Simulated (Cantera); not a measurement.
Thermodynamics of boron, boron nitride and boron oxide, feed borazine + O₂ + H₂

Feed: 1 mol borazine, 0.34 mol O₂, 6.9 mol H₂, at 2100 °C and 0.133 bar.

Method: chemical equilibrium by Gibbs-energy minimisation in Cantera with the NASA 1993 tables (ideal gas, pure condensed phases). Candidate condensed phases: B, BN, B₂O₃, B₃O₃H₃, H₂O; 39 gas species. The feed counts by its element totals alone. Mutual solubility and eutectic melting of coexisting phases are not modelled. The tables' values for BH₂ are old estimates; treat these amounts as uncertain. Gases not in the tables: B₂H₆ and higher boranes. Rates play no part.

The x(H₂) comes out as 0.807. The x(N₂) is 0.101 and the x(HBO) is 0.0358. The x(H) is 0.0344, the x(BO) comes out as 0.0162 and the x(B₂O₂) is 0.00271. The x(BH₂) comes out as 0.00222, the x(B₂O) comes out as 0.000507 and the x(B) is 0.000180. The n(B(l)) comes out as 1.65 mol and the n(BN(s)) is 0.640 mol. The gas amount comes out as 11.72 mol.
